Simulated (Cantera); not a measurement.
Source: NASA polynomial tables (part measured, part estimated), evaluated in Cantera. Values are per mole of reaction as written; species without (g) are pure solids or liquids, kept so even where they would boil at 1 bar.

Nb + O2(g) → NbO2(g)

```json
[
 {"T (K)": "1775", "ΔH° (kJ)": "[?]", "ΔS° (J/K)": "[?]", "ΔG° (kJ)": "[?]", "log10 K": "[?]"},
 {"T (K)": "1800", "ΔH° (kJ)": "[?]", "ΔS° (J/K)": "[?]", "ΔG° (kJ)": "[?]", "log10 K": "[?]"},
 {"T (K)": "1825", "ΔH° (kJ)": "-212.5", "ΔS° (J/K)": "17.1", "ΔG° (kJ)": "-243.8", "log10 K": "6.98"},
 {"T (K)": "1850", "ΔH° (kJ)": "-212.8", "ΔS° (J/K)": "16.9", "ΔG° (kJ)": "-244.2", "log10 K": "6.89"},
 {"T (K)": "1875", "ΔH° (kJ)": "[?]", "ΔS° (J/K)": "[?]", "ΔG° (kJ)": "[?]", "log10 K": "[?]"}
]
```

**Question.** Fill in the missing entries.

**Answer.** 
- 1775, ΔH° (kJ): -211.9
- 1775, ΔS° (J/K): 17.4
- 1775, ΔG° (kJ): -242.9
- 1775, log10 K: 7.15
- 1800, ΔH° (kJ): -212.2
- 1800, ΔS° (J/K): 17.3
- 1800, ΔG° (kJ): -243.3
- 1800, log10 K: 7.06
- 1875, ΔH° (kJ): -213.1
- 1875, ΔS° (J/K): 16.8
- 1875, ΔG° (kJ): -244.6
- 1875, log10 K: 6.81
